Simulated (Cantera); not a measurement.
A closed system holds: 1 mol Si₂H₆, 16 mol H₂O, 26 mol H₂, at 1650 °C and 16.0 mbar.

Equilibrium computed with Cantera from the NASA thermochemical tables; the gas is ideal and each condensed phase is pure. Candidate condensed phases: H₂O, Si, SiO₂; 18 gas species. The feed counts by its element totals alone. The tables hold silica as quartz up to 1696 K and as liquid above; real silica turns to tridymite and cristobalite and melts near 1996 K. Kinetics and transport are ignored.

Base state: H₂ 0.722, H₂O 0.268, H 0.00633, SiO 0.00347, OH 0.000203 (mole fractions); condensed: SiO₂(condensed).

What changes in the equilibrium state with this change: Si₂H₆ replaced by TEOS?


```tsv
species	before	after
H₂	0.722	0.692
H₂O	0.268	0.164
CO	0	0.125
SiO	0.00347	0.00545
CO₂	0	0.00689
OH	0.000203	0.000126
H	0.00633	0.00620
SiO₂(condensed), mol	1.84	0.670
```
Further candidate phases: C, C₆H₆, C₇H₈, C₈H₁₈, SiC.

What changes in the equilibrium state with this change: H₂O from 16 to 1.9 mol?


```tsv
species	before	after
H₂	0.722	0.934
SiO	0.00347	0.0577
H	0.00633	0.00721
H₂O	0.268	7.32e-7
Si	<1e-9	0.00106
OH	0.000203	<1e-9
SiO₂(condensed), mol	1.84	0
Si(l), mol	0	0.0586
```
Gases not in the tables: Si₂H₆ and higher silanes.
